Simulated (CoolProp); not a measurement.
Values from CoolProp's reference Helmholtz-energy equation of state, Tillner-Roth 1997.

Task: Give the vapour pressure (MPa), liquid cp (kJ/(kg K)), liquid conductivity (mW/(m K)) of saturated CH2F2 (R32) at 278.4, 309.2, 315.4 K.

Result: 
```tsv
T (K)	p (MPa)	liquid cp (kJ/(kg K))	liquid conductivity (mW/(m K))
278.4	0.959	1.77	150
309.2	2.25	2.09	125
315.4	2.62	2.21	119
```

Thermal conductivity comes from a separate model (Huber 2003), an estimate that may be off by 10 % or more.
